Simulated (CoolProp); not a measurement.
Properties of R134a at several states (Tc = 101.1 °C, pc = 4.059 MPa, ω = 0.327).

Model: reference Helmholtz-energy equation of state, Tillner-Roth 1994, in CoolProp.

| T (°C) | p (MPa) | phase | cv (kJ/(kg K)) | viscosity (µPa s) | conductivity (mW/(m K)) | fugacity coefficient |
|---|---|---|---|---|---|---|
| 124.05 | 0.345 | gas | ___ | 15.7 | ___ | 0.9759 |
| 133.55 | 0.04 | gas | ___ | 16.0 | ___ | 0.9974 |
| 113.75 | 0.364 | gas | 0.9112 | 15.3 | ___ | ___ |
| -9.55 | 0.0449 | gas | ___ | 10.5 | ___ | 0.9859 |

What belongs in the gaps?


- 124.05, cv (kJ/(kg K)): 0.9263
- 124.05, conductivity (mW/(m K)): 21.4
- 133.55, cv (kJ/(kg K)): 0.9347
- 133.55, conductivity (mW/(m K)): 22.1
- 113.75, conductivity (mW/(m K)): 20.6
- 113.75, fugacity coefficient: 0.9720
- -9.55, cv (kJ/(kg K)): 0.6962
- -9.55, conductivity (mW/(m K)): 10.6

Viscosity comes from a separate model (Huber 2003), an estimate that may be off by 10 % or more. Thermal conductivity comes from a separate model (McLinden 2000), an estimate that may be off by 10 % or more.
